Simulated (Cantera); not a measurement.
An isothermal, constant-pressure homogeneous reactor starts with C₂H₆ : H₂ = 1 : 5.7 (molar parts), at 1250 K and 0.987 atm. Integrator tolerance rtol = 1e-08.

Computed with Cantera and GRI-Mech 3.0 (53 species, 325 reactions). GRI-Mech 3.0 stops at C3 and has no aromatics, soot or wall deposition, so with more carbon than oxygen in the feed, carbon stays in small species such as C2H2 where larger ones or solid carbon would form.

Question: What does this change do: pressure from 0.987 atm to 0.0207 atm?

Answer: 
```
quantity                                             before                                      after
----------------  -----------------------------------------  -----------------------------------------
x(C₂H₆) at 200 s  0.000125 (gas-phase equilibrium 0.000125)    1.14e-5 (gas-phase equilibrium 1.07e-5)
x(H₂) at 200 s          0.705 (gas-phase equilibrium 0.705)        0.842 (gas-phase equilibrium 0.827)
x(C₂H₂) at 200 s  0.000520 (gas-phase equilibrium 0.000520)      0.0812 (gas-phase equilibrium 0.0730)
x(CH₄) at 200 s         0.292 (gas-phase equilibrium 0.292)      0.0689 (gas-phase equilibrium 0.0924)
x(CH₂) at 200 s   1.06e-12 (gas-phase equilibrium 1.06e-12)  1.54e-11 (gas-phase equilibrium 1.36e-11)
```
Radical loss at walls, strong at low pressure, is not modelled.
